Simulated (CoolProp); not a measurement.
Computed with CoolProp (reference Helmholtz-energy equation of state, Zhou 2011).

Question: For dimethyl carbonate, give the phase and the density (kg/m³), cp (kJ/(kg K)), expansivity (1/kK) at 417.1 K and 6.93 MPa.

Answer: 
- 417.1 K and 6.93 MPa: liquid; density 908, cp 2.08, expansivity 1.65
